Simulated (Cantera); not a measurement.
An isothermal, constant-pressure homogeneous reactor starts with 11.1 % CH₄, 88.9 % CO₂, at 1900 K and 27000 Pa.

Cantera simulation using GRI-Mech 3.0 (53 species, 325 reactions); the numbers are that mechanism's predictions, not measurements.

x: mole fraction; the columns are a selection and need not sum to one.

```
t (s)        x CH₄  x CO₂      x H₂    x H₂O   x CH₂CO
--------  --------  -----  --------  -------  --------
2.00e-6      0.111  0.889   1.04e-5  1.13e-6    <1e-12
8.60e-6      0.111  0.889   5.80e-5  9.53e-6    <1e-12
3.69e-5      0.110  0.889  0.000273  4.83e-5  4.09e-11
0.000159     0.107  0.887       ___      ___       ___
0.000682    0.0781  0.858    0.0270  0.00838   3.80e-6
0.00293     0.0298  0.745    0.0443   0.0653   5.48e-5
0.0126     0.00346  0.613    0.0152    0.139  0.000104
0.0541    0.000716  0.517    0.0217    0.152   3.24e-5
0.233          ___  0.482    0.0258    0.155       ___
1.00        <1e-12  0.482    0.0258    0.155    <1e-12
```

Fill in the missing entries.


- 0.000159, x H₂: 0.00196
- 0.000159, x H₂O: 0.000371
- 0.000159, x CH₂CO: 5.49e-9
- 0.233, x CH₄: 7.53e-7
- 0.233, x CH₂CO: 3.16e-8
